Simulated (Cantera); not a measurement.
Silicon epitaxy and polysilicon growth: SiCl4 + HCl + N2

Feed: 1 mol SiCl4, 0.49 mol HCl, a varied amount of N2, equilibrated at 602 °C and 0.0760 bar.

Cantera equilibrium calculation (NASA polynomials, part measured and part estimated; ideal gas, pure solids and liquids). Candidate condensed phases: NH4Cl, Si, Si3N4; 28 gas species. The numbers say what is thermodynamically allowed, not how fast it happens.

```tsv
n(N2) (mol)	x N2	x SiCl4	x HCl	x H2
9.4	0.863	0.0918	0.0450	5.47e-8
18	0.924	0.0513	0.0251	3.17e-8
27	0.948	0.0351	0.0172	2.23e-8
36	0.960	0.0267	0.0131	1.73e-8
45	0.968	0.0215	0.0105	1.43e-8
54	0.973	0.0180	0.00883	1.21e-8
63	0.977	0.0155	0.00760	1.06e-8
72	0.980	0.0136	0.00667	9.43e-9
```
x: gas mole fraction; nothing condenses.

From 9.4 mol N2 to 72 mol N2 nothing is condensed. The main Si-bearing gas is SiCl4 throughout.
